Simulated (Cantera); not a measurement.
Low-pressure radical oxidation in H2/O2

A perfectly stirred reactor is fed with H₂ : O₂ = 0.24 : 1 (molar parts), at 2600 Pa; it is held at 1450 K, and followed from long to short residence time.

Computed with Cantera and the H2/O2 subset of GRI-Mech 3.0, which has no nitrogen chemistry. Radical loss at walls, strong at low pressure, is not modelled. The temperature is held fixed by assumption; the heat of reaction is taken as removed at once.

| τ (s) | x H₂ | x O₂ | x HO₂ | x H₂O₂ | x H₂O | x H |
|---|---|---|---|---|---|---|
| 12 | 7.16e-5 | 0.785 | 7.24e-7 | 4.28e-8 | 0.213 | 1.91e-5 |
| 4.1 | 0.000147 | 0.784 | 1.29e-6 | 6.47e-8 | 0.213 | 5.70e-5 |
| 1.4 | 0.000299 | 0.782 | 2.23e-6 | 9.52e-8 | 0.212 | 0.000169 |
| 0.48 | 0.000603 | 0.780 | 3.62e-6 | 1.36e-7 | 0.210 | 0.000493 |
| 0.17 | 0.00117 | 0.775 | 5.37e-6 | 1.86e-7 | 0.208 | 0.00137 |
| 0.057 | 0.00230 | 0.766 | 7.35e-6 | 2.47e-7 | 0.202 | 0.00387 |
| 0.019 | 0.00429 | 0.750 | 8.95e-6 | 3.05e-7 | 0.193 | 0.0102 |
| 0.0066 | 0.00707 | 0.727 | 9.64e-6 | 3.38e-7 | 0.178 | 0.0218 |
| 0.0023 | 0.0104 | 0.705 | 9.60e-6 | 3.48e-7 | 0.161 | 0.0361 |
| 0.00077 | 0.0153 | 0.693 | 9.35e-6 | 3.59e-7 | 0.147 | 0.0466 |
| 0.00026 | 0.0262 | 0.696 | 9.05e-6 | 3.88e-7 | 0.131 | 0.0509 |
x: mole fraction; the columns are a selection and need not sum to one.
